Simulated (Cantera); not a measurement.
A closed system holds: 1 mol MgO, 0.5 mol Cl2, equilibrated at 27.0 mbar.

Cantera equilibrium calculation (NASA polynomials, part measured and part estimated; ideal gas, pure solids and liquids). Candidate condensed phases: Mg, MgCl2, MgO; 11 gas species. The numbers say what is thermodynamically allowed, not how fast it happens.

Task: Which condensed phases are stable at each of these points (T (K)): 948, 1048, 1148, 1248, 1348, 1448, 1548, 1648, 1748, 1848, 1948?

Result: 
| T (K) | condensed phases | Mg condensed (%) |
|---|---|---|
| 948 | MgCl2(s) + MgO(s) | 99.9 |
| 1048 | MgO(s) | 99.4 |
| 1148 | MgO(s) | 97.6 |
| 1248 | MgO(s) | 92.9 |
| 1348 | MgO(s) | 84.2 |
| 1448 | MgO(s) | 73.4 |
| 1548 | MgO(s) | 65.6 |
| 1648 | MgO(s) | 62.0 |
| 1748 | MgO(s) | 60.9 |
| 1848 | MgO(s) | 61.0 |
| 1948 | MgO(s) | 61.5 |

At 948 K the condensed part is MgCl2(s) + MgO(s). From 1048 K to 1948 K the condensed part is MgO(s).
